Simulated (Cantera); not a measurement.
Cantera run, input and output.

```python
import numpy as np
import cantera as ct

gas = ct.Solution("gri30.yaml")


def delay(T, t_max=10):
    gas.TPX = T, 101325, {'H2': 1, 'O2': 1.22, 'N2': 7.07}
    reactor = ct.IdealGasReactor(gas, clone=False)
    net = ct.ReactorNet([reactor])
    net.rtol, net.atol = 1e-8, 1e-16
    while net.time < t_max:
        t_old, T_old = net.time, reactor.T
        net.step()
        if reactor.T > T + 400:  # ignition: a rise of 400 K
            return t_old + (T + 400 - T_old) / (reactor.T - T_old) * (net.time - t_old)
    return np.nan


taus = []
for T in [898, 973, 1048, 1123, 1198, 1273, 1348, 1423, 1498]:
    taus.append(delay(T))
    print(f"T0 = {T:6g} K   tau = {taus[-1]:.4e} s")
```

It prints:

```
T0 =    898 K   tau = 4.4376e-01 s
T0 =    973 K   tau = 9.2114e-04 s
T0 =   1048 K   tau = 2.0920e-04 s
T0 =   1123 K   tau = 1.1158e-04 s
T0 =   1198 K   tau = 7.3825e-05 s
T0 =   1273 K   tau = 5.5390e-05 s
T0 =   1348 K   tau = 4.5802e-05 s
T0 =   1423 K   tau = 4.1106e-05 s
T0 =   1498 K   tau = 3.9493e-05 s
```

Model: GRI-Mech 3.0 (53 species, 325 reactions), integrated in Cantera. Below about 950 K walls govern HO2 and H2O2 in real vessels. Where the delays flatten at high temperature, the 400 K rule measures the pace of heat release, not the induction time.
